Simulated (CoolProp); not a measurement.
Vapour-liquid equilibrium of cis-2-butene (1) + acetone (2) at -17.85 °C; x and y are mole fractions of (1).

Model: multi-fluid Helmholtz-energy mixture model, Lemmon 2005 and Lemmon 2006; pair parameters Bell 2016, in CoolProp.

| x | bubble pressure (MPa) | y at the bubble point | dew pressure at overall composition x (MPa) | liquid density (mol/L) |
|---|---|---|---|---|
| 0.05 | 0.01010 | 0.683 | 0.003511 | 14.16 |
| 0.125 | 0.01828 | 0.835 | 0.003806 | 13.93 |
| 0.2 | 0.02428 | 0.883 | 0.004155 | 13.71 |
| 0.275 | 0.02846 | 0.905 | 0.004573 | 13.49 |
| 0.35 | 0.03124 | 0.917 | 0.005085 | 13.28 |
| 0.425 | 0.03303 | 0.925 | 0.005726 | 13.08 |
| 0.5 | 0.03418 | 0.929 | 0.006551 | 12.89 |
| 0.575 | 0.03499 | 0.933 | 0.007654 | 12.70 |
| 0.65 | 0.03569 | 0.937 | 0.009200 | 12.52 |
| 0.725 | 0.03643 | 0.941 | 0.01153 | 12.35 |
| 0.8 | 0.03735 | 0.948 | 0.01540 | 12.19 |
| 0.875 | 0.03851 | 0.960 | 0.02304 | 12.05 |
| 0.95 | 0.03994 | 0.980 | 0.03752 | 11.91 |

No azeotrope shows between x = 0.05 and 0.95.

The pair parameters rest on a limited set of measurements; away from them the model extrapolates. With so large a gap from Raoult's law the liquid may split in two, which this calculation doesn't test in full.
